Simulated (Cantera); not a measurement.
# Abatement and gas-phase synthesis: S + O2 + H2

Feed: 1 mol S, 0.53 mol O2, a varied amount of H2, held at 3325 K and 100000 Pa.

These are equilibrium values from Cantera (NASA tables, ideal gas, pure condensed phases), not measurements of a reactor. Candidate condensed phases: H2O, H2SO4, S; 19 gas species. Kinetics and transport are ignored.

```
n(H2) (mol)  log p H2  log p H  log p SO  log p H2O  log p S  log p SO2  log p OH  log p S2  log p SH  log p O
-----------  --------  -------  --------  ---------  -------  ---------  --------  --------  --------  -------
0.81            -0.74    -0.78     -0.68      -0.96    -0.94      -1.13     -1.39     -1.43     -1.47    -1.65
1               -0.67    -0.74     -0.73      -0.94    -0.96      -1.23     -1.39     -1.47     -1.45    -1.69
1.3             -0.59    -0.71     -0.82      -0.92    -0.99      -1.37     -1.41     -1.52     -1.44    -1.75
1.6             -0.54    -0.68     -0.90      -0.91    -1.01      -1.50     -1.44     -1.58     -1.44    -1.80
2               -0.48    -0.65     -0.99      -0.92    -1.04      -1.66     -1.47     -1.64     -1.45    -1.87
2.4             -0.44    -0.63     -1.08      -0.93    -1.07      -1.80     -1.50     -1.70     -1.46    -1.92
3               -0.40    -0.61     -1.19      -0.96    -1.12      -1.98     -1.55     -1.78     -1.47    -1.99
3.8             -0.36    -0.59     -1.32      -1.00    -1.17      -2.19     -1.61     -1.88     -1.50    -2.07
4.7             -0.33    -0.57     -1.45      -1.05    -1.22      -2.40     -1.67     -1.98     -1.54    -2.15
5.9             -0.30    -0.56     -1.59      -1.10    -1.27      -2.62     -1.75     -2.10     -1.58    -2.23
7.4             -0.27    -0.55     -1.74      -1.17    -1.34      -2.86     -1.82     -2.23     -1.64    -2.32
9.2             -0.26    -0.54     -1.89      -1.23    -1.40      -3.10     -1.90     -2.36     -1.69    -2.41
11              -0.24    -0.53     -2.02      -1.29    -1.46      -3.30     -1.96     -2.48     -1.74    -2.48
```
log p: log10 of the partial pressure in bar; nothing condenses.

From 0.81 mol H2 to 11 mol H2 nothing is condensed.
